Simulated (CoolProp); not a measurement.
Ethylbenzene at several states: density (kg/m³) from the reference equation and from simpler models built on Tc = 617.1 K, pc = 3.622 MPa, ω = 0.304; each cubic takes its own stable root.

The numbers come from the reference Helmholtz-energy equation of state, Zhou 2012 in CoolProp.

```
T (K)  p (MPa)   phase  reference  Redlich-Kwong  Soave-Redlich-Kwong
-----  -------  ------  ---------  -------------  -------------------
462.6    0.169     gas      4.895          4.842                4.864
330.8    0.201  liquid      833.9          713.1                734.8
450.2    0.117     gas      3.441          3.411                3.423
493.7     4.36  liquid      679.8          570.7                597.7
```
